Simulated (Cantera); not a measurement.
What does this Cantera script print?

```python
import numpy as np
import cantera as ct

gas_names = """
    B BH BH2 BH3 BN BO BO2 B2 B2O B2O2 B2O3 B3O3H3 H HBO HBO2 HNO HNO2 HNO3 HO2 H2 H2O H2O2 H3B3O6 N NH
    NH2 NH3 NH2OH NO NO2 NO3 N2 N2H2 N2H4 N2O O OH O2 O3
""".split()
cond_names = """
    B(b) B(L) BN(s) B2O3(L) B3O3H3(cr) H2O(s) H2O(L)
""".split()


# ... load() reads the species with a 1 bar reference pressure and builds the phases ...
atoms = {
    'B2H6': {'B': 2, 'H': 6},
    'O2': {'O': 2},
    'N2': {'N': 2},
}
top_T = {'BN(s)': 3200}  # K; cautious upper limits of use, not melting points


# ... equilibrate(T, P, feed) seeds the gas with the atoms and calls Mixture.equilibrate('TP', solver="vcs", rtol=1e-11, max_steps=5000) ...
results = []
feed = {'B2H6': 1, 'O2': 0.11, 'N2': 2}  # mol
T = 1998  # K
P = 10000  # Pa
mix = equilibrate(T, P, feed)
results.append((T, P, feed, dict(zip(mix.species_names, mix.species_moles))))
print(gas.report(threshold=1e-05))
for i in range(1, mix.n_phases):
    print(f"{mix.phase(i).name:16s} {mix.phase_moles(i):12.5e} mol")
```

Result:

```
       temperature   1998 K
          pressure   10000 Pa
           density   0.006087 kg/m^3
  mean mol. weight   10.112 kg/kmol
   phase of matter   gas

                          1 kg             1 kmol
                     ---------------   ---------------
          enthalpy        4.5109e+06        4.5615e+07  J
   internal energy        2.8681e+06        2.9002e+07  J
           entropy             23326        2.3587e+05  J/K
    Gibbs function       -4.2095e+07       -4.2566e+08  J
 heat capacity c_p              3541             35807  J/K
 heat capacity c_v            2718.8             27492  J/K

                      mass frac. Y      mole frac. X     chem. pot. / RT
                     ---------------   ---------------   ---------------
               BH2        2.6831e-05        2.1153e-05           -28.103
                BO         0.0076371         0.0028806           -36.613
              B2O2          0.022097         0.0041674           -73.226
              B2O3           0.01077         0.0015644           -103.88
                 H        0.00042048         0.0042181           -11.074
               HBO          0.089349           0.03248           -47.687
              HBO2         0.0076463         0.0017646           -78.346
                H2           0.13785           0.69142           -22.149
               H2O        0.00036921        0.00020724           -52.808
                N2           0.72382           0.26127           -30.582
     [  +29 minor]        2.0185e-05        5.6812e-06

B(b)              0.00000e+00 mol
BN(s)             1.79483e+00 mol
B2O3(L)           0.00000e+00 mol
B3O3H3(cr)        0.00000e+00 mol
```

Method: chemical equilibrium by Gibbs-energy minimisation in Cantera with the NASA 1993 tables (ideal gas, pure condensed phases). The feed counts by its element totals alone. The tables' values for BH2 are old estimates; treat these amounts as uncertain.
